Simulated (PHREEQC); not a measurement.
Na2CO3 is added in steps, without added water, to 1 kg of water holding 0.052 mol/kgw H2SeO4 and 4.3e-05 mol/kgw H3PO4, at 25 °C. Oxygen is held at 0.21 atm. CO2 is held at log p = -2 (atm). The run lets Nahcolite, Natron precipitate or redissolve, and no other solid.

Base run: PHREEQC, ion-association model, wateq4f.dat. Each further column changes one thing. The table gives HCO3- (mol/kgw).

```
Na2CO3 added (mol)     base  H3PO4 left out  H2SeO4 left out  no solid may form
------------------  -------  --------------  ---------------  -----------------
0                   3.12e-9         3.12e-9          3.34e-6            3.12e-9
0.015               4.72e-9         4.72e-9           0.0287            4.72e-9
0.035               1.16e-8         1.16e-8           0.0627            1.16e-8
0.05                1.10e-7         1.11e-7           0.0851            1.10e-7
0.065                0.0239          0.0239            0.105             0.0239
0.085                0.0562          0.0563            0.129             0.0562
0.1                  0.0775          0.0775            0.145             0.0775
```

H3PO4, which wateq4f.dat lacks, is added to it with the constant of phreeqc.dat.
